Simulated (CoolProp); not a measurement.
R123 along the isobar 101 kPa: density (kg/m³) from the reference equation and from simpler models built on Tc = 183.7 °C, pc = 3662 kPa, ω = 0.282; each cubic takes its own stable root.

Values from CoolProp's reference Helmholtz-energy equation of state, Younglove 1994. It is a modified Benedict-Webb-Rubin equation, recast in Helmholtz form.

```csv
T (°C),phase,reference,van der Waals,Redlich-Kwong,Soave-Redlich-Kwong
-15.35,liquid,1563,7.440,1375,1417
11.55,liquid,1498,6.693,6.767,1361
38.45,gas,6.195,___,___,6.155
65.35,gas,5.645,___,5.612,___
92.25,gas,5.194,5.157,5.177,5.185
119.25,gas,4.813,4.791,4.805,4.809
146.15,gas,4.489,4.476,4.485,4.487
173.05,gas,4.207,4.200,4.206,4.207
199.95,gas,3.960,3.957,3.961,3.960
226.85,gas,3.741,3.740,3.743,3.741
```

Question: What belongs in the gaps?

Answer: 
- 38.45, van der Waals: 6.086
- 38.45, Redlich-Kwong: 6.133
- 65.35, van der Waals: 5.582
- 65.35, Soave-Redlich-Kwong: 5.626

At some of these states van der Waals, Redlich-Kwong gives the other phase, because its saturation line lies elsewhere.
